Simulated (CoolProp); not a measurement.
The numbers come from the reference Helmholtz-energy equation of state, Lemmon 2006 in CoolProp. It is a short technical equation, of lower accuracy than the large ones.

For toluene, give the phase and the speed of sound (m/s), Joule-Thomson coefficient (K/MPa), isothermal compressibility (1/MPa), viscosity (µPa s) at 61.65 °C and 0.101 MPa.


- 61.65 °C and 0.101 MPa: liquid; speed of sound 1150, Joule-Thomson coefficient -0.405, isothermal compressibility 0.00121, viscosity 374

Viscosity comes from a separate model (Avgeri 2015).
